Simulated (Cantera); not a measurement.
Charge: 1 mol MgO, 0.47 mol SO₃, 0.14 mol O₂, equilibrated at 1425 K and 46000 Pa.

Equilibrium computed with Cantera from the NASA thermochemical tables; the gas is ideal and each condensed phase is pure. Candidate condensed phases: Mg, MgO, MgS, MgSO₄, S; 14 gas species. Rates play no part.

What is the equilibrium state?


```
Property                              Result
--------------------------------  ----------
x(SO₂)                                 0.546
x(O₂)                                  0.440
x(SO₃)                                0.0138
x(O)                                 1.36e-6
n(MgO(s))                           1.00 mol
gas amount                        0.8392 mol
log10 activity of S(l) (absent)       -10.47
log10 activity of Mg(l) (absent)      -15.93
```
